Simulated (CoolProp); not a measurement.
R227EA along the isotherm 287.8 K: fugacity coefficient from the reference equation and from simpler models built on Tc = 374.9 K, pc = 2.925 MPa, ω = 0.358; each cubic takes its own stable root.

Model: reference Helmholtz-energy equation of state, Lemmon 2016, in CoolProp.

| p (MPa) | phase | reference |
|---|---|---|
| 0.914 | liquid | 0.3321 |
| 1.83 | liquid | 0.1736 |
| 2.74 | liquid | 0.1212 |
| 3.66 | liquid | 0.09495 |
| 4.57 | liquid | 0.07951 |
| 5.48 | liquid | 0.06931 |
| 6.4 | liquid | 0.06206 |
| 7.31 | liquid | 0.05678 |
| 8.23 | liquid | 0.05272 |
| 9.14 | liquid | 0.04960 |
| 10.1 | liquid | 0.04700 |
| 11 | liquid | 0.04505 |
| 11.9 | liquid | 0.04347 |
| 12.8 | liquid | 0.04218 |
| 13.7 | liquid | 0.04113 |
| 14.6 | liquid | 0.04027 |

Q: How far does each simpler model (van der Waals, Redlich-Kwong, Soave-Redlich-Kwong) lie from the reference over these 16 states: mean and median of the absolute difference, and the worst?

A: 
- van der Waals: mean 207.7 %, median 207.3 %, worst +266.0 % at 287.8 K and 14.6 MPa
- Redlich-Kwong: mean 63.6 %, median 63.9 %, worst +69.9 % at 287.8 K and 14.6 MPa
- Soave-Redlich-Kwong: mean 4.7 %, median 4.8 %, worst +7.3 % at 287.8 K and 14.6 MPa

At some of these states van der Waals gives the other phase, because its saturation line lies elsewhere.
